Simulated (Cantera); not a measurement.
Input: 1 mol TEOS, 13 mol CO2, equilibrated at 975 K and 0.0130 bar.

Equilibrium computed with Cantera from the NASA thermochemical tables; the gas is ideal and each condensed phase is pure. Candidate condensed phases: C, C6H6, C7H8, C8H18, H2O, Si, SiC, SiO2; 123 gas species. The feed counts by its element totals alone. The numbers say what is thermodynamically allowed, not how fast it happens.

Base state: CO 0.507, H2 0.267, CO2 0.170, H2O 0.0559 (mole fractions); condensed: SiO2(β-quartz).

**Question.** What changes in the equilibrium state with this change: temperature from 975 K to 1525 K?

**Answer.** 
```
species               before    after
-------------------  -------  -------
CO                     0.507    0.564
H2                     0.267    0.210
CO2                    0.170    0.113
H2O                   0.0559    0.113
H                    5.18e-9  9.50e-5
SiO2(β-quartz), mol     1.00    1.000
```
The tables hold silica as quartz up to 1696 K and as liquid above; real silica turns to tridymite and cristobalite and melts near 1996 K.

**Question.** What changes in the equilibrium state with this change: temperature from 975 K to 1698.15 K?

**Answer.** 
```csv
species,before,after
CO,0.507,0.574
H2,0.267,0.200
H2O,0.0559,0.122
CO2,0.170,0.103
SiO,<1e-9,3.33e-5
H,5.18e-9,0.000568
OH,<1e-9,1.79e-5
"SiO2(β-quartz), mol",1.00,0
"SiO2(condensed), mol",0,0.999
```
The tables hold silica as quartz up to 1696 K and as liquid above; real silica turns to tridymite and cristobalite and melts near 1996 K.

**Question.** What changes in the equilibrium state with this change: CO2 from 13 to 2.8 mol?

**Answer.** 
| species | before | after |
|---|---|---|
| H2 | 0.267 | 0.568 |
| CO | 0.507 | 0.427 |
| CO2 | 0.170 | 0.00228 |
| H2O | 0.0559 | 0.00190 |
| CH4 | 2.20e-6 | 0.000527 |
| SiO2(β-quartz), mol | 1.00 | 1.00 |
| C(graphite), mol | 0 | 3.26 |
